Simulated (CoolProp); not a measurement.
The numbers come from the reference Helmholtz-energy equation of state, Thol 2016 in CoolProp.

Problem. For R1234ze(E), give the phase and the cv (kJ/(kg K)), viscosity (µPa s), fugacity coefficient at 409.2 K and 97.3 bar; 238.8 K and 90.4 bar.

Solution. 
- 409.2 K and 97.3 bar: supercritical; cv 1.06, viscosity 70.2, fugacity coefficient 0.426
- 238.8 K and 90.4 bar: liquid; cv 0.861, viscosity 458, fugacity coefficient 0.00781

Viscosity comes from a separate model (Bell 2016), an estimate that may be off by 10 % or more.
